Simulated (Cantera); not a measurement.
Input: 1 mol Fe3O4, a varied amount of C, 0.61 mol CO, equilibrated at 2250 °C and 10.0 mbar.

Method: chemical equilibrium by Gibbs-energy minimisation in Cantera with the NASA 1993 tables (ideal gas, pure condensed phases). Candidate condensed phases: C, Fe, Fe(CO)5, FeO, Fe2O3, Fe3O4; 15 gas species. The tables' stoichiometric FeO is somewhat more stable than real wüstite, so its field is too wide. FeO: taken at fixed stoichiometry. Equilibrium is a limit: real reactors are often held back by kinetics, nucleation or transport.

Which condensed phases are stable at each of these points (n(C) (mol)): 0.4, 0.96, 1.5, 2.1, 2.6, 3.2, 3.8, 4.3, 4.9?


```json
[
 {"n(C) (mol)": "0.4", "condensed phases": "FeO(l)", "Fe condensed (%)": "65.4"},
 {"n(C) (mol)": "0.96", "condensed phases": "FeO(l)", "Fe condensed (%)": "33.7"},
 {"n(C) (mol)": "1.5", "condensed phases": "gas only", "Fe condensed (%)": "0.0"},
 {"n(C) (mol)": "2.1", "condensed phases": "gas only", "Fe condensed (%)": "0.0"},
 {"n(C) (mol)": "2.6", "condensed phases": "gas only", "Fe condensed (%)": "0.0"},
 {"n(C) (mol)": "3.2", "condensed phases": "gas only", "Fe condensed (%)": "0.0"},
 {"n(C) (mol)": "3.8", "condensed phases": "gas only", "Fe condensed (%)": "0.0"},
 {"n(C) (mol)": "4.3", "condensed phases": "C(graphite)", "Fe condensed (%)": "0.0"},
 {"n(C) (mol)": "4.9", "condensed phases": "C(graphite)", "Fe condensed (%)": "0.0"}
]
```

From 0.4 mol C to 0.96 mol C the condensed part is FeO(l). From 1.5 mol C to 3.8 mol C nothing is condensed. From 4.3 mol C to 4.9 mol C the condensed part is C(graphite).
